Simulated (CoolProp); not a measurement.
Values from CoolProp's reference Helmholtz-energy equation of state, Zhou 2011.

Task: For dimethyl carbonate, give the phase and the Z, cv (kJ/(kg K)), speed of sound (m/s), Joule-Thomson coefficient (K/MPa) at 237.75 °C and 7.01 MPa; 237.75 °C and 17.5 MPa; 237.75 °C and 22.8 MPa.

Result: 
- 237.75 °C and 7.01 MPa: liquid; Z 0.200, cv 1.72, speed of sound 477, Joule-Thomson coefficient 0.305
- 237.75 °C and 17.5 MPa: liquid; Z 0.469, cv 1.72, speed of sound 602, Joule-Thomson coefficient 0.0236
- 237.75 °C and 22.8 MPa: liquid; Z 0.597, cv 1.72, speed of sound 649, Joule-Thomson coefficient -0.0426
